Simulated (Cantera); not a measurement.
Standard-state values (1 bar) from the NASA 1993 polynomials, evaluated with Cantera. Values are per mole of reaction as written; species without (g) are pure solids or liquids, kept so even where they would boil at 1 bar.

Q: Between 300 and 898 K, where is each reaction favourable under standard conditions?
- Ti + 3 HCl(g) = 3 H(g) + TiCl3

A: 
- Ti + 3 HCl(g) = 3 H(g) + TiCl3: ΔG° is 241 kJ at 300 K and 287 kJ at 898 K; it stays positive (K < 1). ΔH° is 237 kJ and ΔS° -56 J/K at 898 K.
